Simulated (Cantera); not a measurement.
Feed: 1 mol CO, 1 mol H2O, 24 mol H2, at 4900 Pa.

Equilibrium computed with Cantera from the NASA thermochemical tables; the gas is ideal and each condensed phase is pure. Candidate condensed phases: C, C6H6, C7H8, C8H18, H2O; 110 gas species. The numbers say what is thermodynamically allowed, not how fast it happens. All values below are at 2250 K.

Base state: H2 0.893, CO 0.0376, H2O 0.0374, H 0.0317, CO2 0.000289, OH 0.000199 (mole fractions); condensed: gas only.

**Question.** What changes in the equilibrium state with this change: 1.3 mol NH3 added?

**Answer.** 
```csv
species,before,after
H2,0.893,0.878
CO,0.0376,0.0342
H2O,0.0374,0.0340
N2,0,0.0224
H,0.0317,0.0314
CO2,0.000289,0.000243
OH,0.000199,0.000183
```
